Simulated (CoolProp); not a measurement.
Sulfur hexafluoride at several states: fugacity coefficient from the reference equation and from simpler models built on Tc = 318.7 K, pc = 3755 kPa, ω = 0.210; each cubic takes its own stable root.

Computed with CoolProp (reference Helmholtz-energy equation of state, Guder 2009).

```
T (K)  p (kPa)  phase  reference
-----  -------  -----  ---------
352.8     1710    gas     0.8941
402.3     2350    gas     0.9097
490.8     63.7    gas     0.9989
```

**Question.** How far does each simpler model (van der Waals, Redlich-Kwong, Soave-Redlich-Kwong, Peng-Robinson) lie from the reference over these 3 states: mean and median of the absolute difference, and the worst?

**Answer.** 
- van der Waals: mean 0.5 %, median 0.2 %, worst -1.3 % at 402.3 K and 2350 kPa
- Redlich-Kwong: mean 0.7 %, median 0.7 %, worst -1.3 % at 402.3 K and 2350 kPa
- Soave-Redlich-Kwong: mean 0.1 %, median 0.1 %, worst -0.1 % at 352.8 K and 1710 kPa
- Peng-Robinson: mean 1.1 %, median 1.6 %, worst -1.7 % at 402.3 K and 2350 kPa
